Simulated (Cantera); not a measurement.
An isothermal, constant-pressure homogeneous reactor starts with CH2O : O2 : N2 = 0.0055 : 0.0024 : 1 (molar parts), at 900 K and 5.00 bar. Integrator tolerance rtol = 1e-08.

Cantera simulation using GRI-Mech 3.0 (53 species, 325 reactions); the numbers are that mechanism's predictions, not measurements. Below about 1000 K GRI-Mech 3.0 lacks low-temperature oxidation paths.

```json
[
 {"quantity": "x(CH2O) at 4.00 s", "before": "2.12e-10 (gas-phase equilibrium 2.68e-11)", "after": "5.82e-11 (gas-phase equilibrium 5.44e-12)"},
 {"quantity": "x(O2) at 4.00 s", "before": "0.000256 (gas-phase equilibrium <1e-12)", "after": "0.000396 (gas-phase equilibrium <1e-12)"},
 {"quantity": "x(CH3) at 4.00 s", "before": "<1e-12 (gas-phase equilibrium <1e-12)", "after": "1.13e-12 (gas-phase equilibrium <1e-12)"},
 {"quantity": "x(NO) at 4.00 s", "before": "1.40e-12 (gas-phase equilibrium <1e-12)", "after": "8.42e-12 (gas-phase equilibrium <1e-12)"},
 {"quantity": "x(CH2CO) at 4.00 s", "before": "3.89e-12 (gas-phase equilibrium <1e-12)", "after": "<1e-12 (gas-phase equilibrium <1e-12)"},
 {"quantity": "x(C2H2) at 4.00 s", "before": "<1e-12 (gas-phase equilibrium <1e-12)", "after": "<1e-12 (gas-phase equilibrium <1e-12)"},
 {"quantity": "x(CO2) at 4.00 s", "before": "0.000601 (gas-phase equilibrium 0.00292)", "after": "0.000451 (gas-phase equilibrium 0.00292)"}
]
```

Problem. Name the change that produced these shifts.
(A) temperature 900 to 1500 K
(B) pressure from 5.00 bar to 1.01 bar
(C) CH2O 0.0055 to 0.0008 parts
(D) temperature 900 to 1348 K

Solution. B, pressure from 5.00 bar to 1.01 bar
